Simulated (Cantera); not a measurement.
Thermodynamics of silicon epitaxy and polysilicon growth, feed SiH₂Cl₂ + N₂

Feed: 1 mol SiH₂Cl₂, 25 mol N₂, at 0.100 bar.

These are equilibrium values from Cantera (NASA tables, ideal gas, pure condensed phases), not measurements of a reactor. Candidate condensed phases: NH₄Cl, Si, Si₃N₄; 28 gas species. N₂ is the only nitrogen source here; it is nearly inert below about 1500 K, so the nitride shown seldom forms there in practice. The tables' values for SiCl₃, SiCl are old estimates; treat these amounts as uncertain. Kinetics and transport are ignored.

From 1400 K to 1750 K the condensed part is Si₃N₄(s). The main Si-bearing gas is SiCl₄ at 1400 K and SiCl₂ at 1750 K. The share of Si in condensed phases is highest at 1400 K (83.5 %) and lowest at 1750 K (44.8 %).

```csv
T (K),log p N₂,log p HCl,log p H₂,log p SiCl₂,log p SiCl₄,n Si₃N₄(s)
1400,-1.03,-2.26,-2.97,-3.89,-3.42,0.278
1450,-1.03,-2.27,-2.96,-3.58,-3.52,0.270
1500,-1.03,-2.28,-2.93,-3.32,-3.67,0.257
1550,-1.03,-2.31,-2.88,-3.12,-3.88,0.238
1600,-1.03,-2.34,-2.83,-2.97,-4.16,0.217
1650,-1.03,-2.38,-2.77,-2.86,-4.47,0.194
1700,-1.03,-2.43,-2.72,-2.77,-4.81,0.171
1750,-1.03,-2.49,-2.67,-2.71,-5.16,0.149
```
log p: log10 of the partial pressure in bar; n: condensed amount in mol.
